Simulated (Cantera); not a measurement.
## Ignition delay

Mixture: 5.82 % CH4, 15.6 % O2, 58.2 % N2, 20.4 % CO2, equivalence ratio 0.75, at 101000 Pa, adiabatic and at constant volume. Ignition delay is the time to a rise of 400 K.

Cantera simulation using GRI-Mech 3.0 (53 species, 325 reactions); the numbers are that mechanism's predictions, not measurements.

```csv
T0 (K),delay (ms)
1000,1230
1100,237
1200,53.4
1300,13.9
1400,4.11
1500,1.39
```

```json
{
 "apparent activation energy between 1300 and 1500 K": "190 kJ/mol"
}
```
